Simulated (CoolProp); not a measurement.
Vapour-liquid equilibrium of benzene (1) + m-xylene (2) at 21.2 kPa; x and y are mole fractions of (1).

The numbers come from the multi-fluid Helmholtz-energy mixture model, Thol 2012 and Zhou 2012; pair parameters Bell 2016 in CoolProp.

**Question.** Give the bubble temperature and the first vapour's composition at x = 0.5, 0.65, 0.725. Is there an azeotrope?

**Answer.** x = 0.5: 51.3 °C, y = 0.892; x = 0.65: 45.9 °C, y = 0.942; x = 0.725: 43.6 °C, y = 0.959. No azeotrope shows between x = 0.05 and 0.95.

The pair parameters rest on a limited set of measurements; away from them the model extrapolates.
